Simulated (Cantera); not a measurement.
A closed system holds: 1 mol TEOS, 0.22 mol CO2, 51 mol N2, held at 2050 K and 66000 Pa.

Cantera equilibrium calculation (NASA polynomials, part measured and part estimated; ideal gas, pure solids and liquids). The feed counts by its element totals alone. The numbers say what is thermodynamically allowed, not how fast it happens.

| species | before | after |
|---|---|---|
| N2 | 0.776 | 0.731 |
| H2 | 0.149 | 0.169 |
| CO | 0.0671 | 0.0917 |
| SiO | 0.000700 | 0.000956 |
| C2H2 (acetylene) | 0.000158 | 0.000179 |
| H | 0.00108 | 0.00115 |
| HCN | 0.00607 | 0.00627 |
| HNC | 0.000377 | 0.000389 |
| C(graphite), mol | 2.43 | 0.425 |
| SiC(s), mol | 0.953 | 0.933 |
Gas species are given as mole fractions.

**Question.** Which change was made?
A) pressure from 66000 Pa to 133 Pa
B) TEOS replaced by HMDSO
C) pressure from 66000 Pa to 13000 Pa
D) 2 mol H2O added

**Answer.** D, 2 mol H2O added
